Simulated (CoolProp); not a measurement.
Vapour-liquid equilibrium of R125 (1) + R115 (2) at 1200 kPa; x and y are mole fractions of (1).

Values from CoolProp's multi-fluid Helmholtz-energy mixture model, Lemmon 2005 and Lemmon 2016; pair parameters Bell 2016.

```
x     bubble temperature (K)  y at the bubble point  dew temperature at overall composition x (K)  liquid density (mol/L)
----  ----------------------  ---------------------  --------------------------------------------  ----------------------
0.05                   307.0                  0.087                                         308.0                   8.053
0.2                    301.5                  0.294                                         304.0                   8.350
0.35                   297.9                  0.449                                         300.2                   8.633
0.5                    295.4                  0.576                                         296.8                   8.928
0.65                   293.8                  0.693                                         294.3                   9.251
0.8                    292.9                  0.812                                         293.0                   9.612
0.95                   292.8                  0.948                                         292.8                   10.02
```

y crosses x between x = 0.8 and 0.95: the model has an azeotrope there.

Pair parameters are fitted to limited data, so mixtures are less certain than the pure fluids.
